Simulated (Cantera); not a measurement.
What does this Cantera script print?

```python
import numpy as np
import cantera as ct

gas_names = """
    Ca CaO CaOH CaO2H2 Ca2 H HO2 H2 H2O H2O2 O OH O2 O3
""".split()
cond_names = """
    Ca(a) Ca(b) Ca(L) CaO(s) CaO(L) CaO2H2(s) H2O(s) H2O(L)
""".split()


# ... load() reads the species with a 1 bar reference pressure and builds the phases ...
atoms = {
    'Ca(OH)2': {'Ca': 1, 'O': 2, 'H': 2},
    'H2O': {'H': 2, 'O': 1},
}
top_T = {}  # K; cautious upper limits of use, not melting points


# ... equilibrate(T, P, feed) seeds the gas with the atoms and calls Mixture.equilibrate('TP', solver="vcs", rtol=1e-11, max_steps=5000) ...
results = []
feed = {'Ca(OH)2': 1, 'H2O': 3.4}  # mol
P = 133.322  # Pa
for T in [1675, 1725, 1775, 1825, 1875, 1925, 1975, 2025, 2075]:
    mix = equilibrate(T, P, feed)
    results.append((T, P, feed, dict(zip(mix.species_names, mix.species_moles))))

top = {s: max(r[3][s] / sum(r[3][g] for g in gas_names) for r in results) for s in gas_names}
cols = sorted((s for s in top if top[s] > 0.0001), key=lambda s: -top[s])[:9]
seen = [c for c in cond_names if any(r[3].get(c, 0) > 1e-12 for r in results)]
print("log10 of partial pressures in bar; condensed amounts in mol")
print(f"{'T/K':>10s}" + "".join(f"{s[:9]:>10s}" for s in cols + seen))
for T, P, feed, n in results:
    ng = sum(n[g] for g in gas_names)
    print(f"{T:10.4g}" + "".join(f"{np.log10(max(n[s] / ng * P / 1e5, 1e-99)):10.3f}" for s in cols)
          + "".join(f"{n.get(c, 0):10.4g}" for c in seen))
```

Output:

```
log10 of partial pressures in bar; condensed amounts in mol
       T/K       H2O        H2        O2        OH         H         O    CaO2H2    CaO(s)
      1675    -2.881    -5.011    -5.363    -5.626    -6.441    -7.148    -8.191         1
      1725    -2.883    -4.861    -5.215    -5.443    -6.161    -6.844    -7.957         1
      1775    -2.886    -4.719    -5.077    -5.271    -5.898    -6.557    -7.738    0.9999
      1825    -2.891    -4.587    -4.946    -5.109    -5.649    -6.287    -7.532    0.9999
      1875    -2.897    -4.462    -4.824    -4.957    -5.414    -6.031    -7.340    0.9998
      1925    -2.905    -4.346    -4.709    -4.815    -5.192    -5.789    -7.160    0.9997
      1975    -2.915    -4.237    -4.602    -4.681    -4.982    -5.560    -6.992    0.9996
      2025    -2.928    -4.136    -4.502    -4.557    -4.784    -5.343    -6.836    0.9993
      2075    -2.945    -4.043    -4.409    -4.441    -4.596    -5.138    -6.693    0.9988
```

These are equilibrium values from Cantera (NASA tables, ideal gas, pure condensed phases), not measurements of a reactor.
